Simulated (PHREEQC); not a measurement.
Make-up at 25 °C: 20 mmol/kgw ZnCl2 and 1.2 mmol/kgw MgCl2. Closed to the air; pH follows from the charge balance.

Equilibrium calculation in PHREEQC: ion-association model, wateq4f.dat.

This is a speciation only: nothing precipitates in the calculation.

Question: Estimate the pH.

Answer: pH 5.37.

Question: In which forms is Zn present?

Answer: Zn+2 95 %, ZnCl+ 4.8 % of the Zn.

Species that the database lacks are ignored.
